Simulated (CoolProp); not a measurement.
The numbers come from the reference Helmholtz-energy equation of state, Lemmon 2016 in CoolProp.

Q: For R365MFC, give the phase and the density (kg/m³), expansivity (1/kK) at 462.9 K and 0.272 MPa; 462.9 K and 0.817 MPa; 462.9 K and 1.5 MPa.

A: 
- 462.9 K and 0.272 MPa: gas; density 10.8, expansivity 2.38
- 462.9 K and 0.817 MPa: gas; density 34.7, expansivity 2.96
- 462.9 K and 1.5 MPa: gas; density 70.5, expansivity 4.14
